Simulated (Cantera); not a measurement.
Charge: 1 mol CH3SiCl3, 2 mol CH4, 36 mol H2, held at 188 Torr.

Equilibrium computed with Cantera from the NASA thermochemical tables; the gas is ideal and each condensed phase is pure. Candidate condensed phases: C, C6H6, C7H8, C8H18, Si, SiC; 109 gas species. The feed counts by its element totals alone. Rates play no part. All values below are at 1725 °C.

Base state: H2 0.927, HCl 0.0682, H 0.00309, C2H2 (acetylene) 0.000703, SiCl2 0.000655, Cl 0.000169, CH4 9.17e-5 (mole fractions); condensed: C(graphite) + SiC(s).

Q: What changes in the equilibrium state with this change: CH3SiCl3 replaced by SiCl4?

A: 
```
species             before     after
----------------  --------  --------
H2                   0.927     0.902
HCl                 0.0682    0.0923
H                  0.00309   0.00305
SiCl2             0.000655   0.00123
SiCl3              5.36e-6   1.39e-5
Cl                0.000169  0.000232
SiCl               9.84e-6   1.35e-5
CH4                9.17e-5   8.69e-5
C(graphite), mol      1.96     0.992
SiC(s), mol          0.970     0.946
```
The tables' values for SiCl3, SiCl are old estimates; treat these amounts as uncertain.
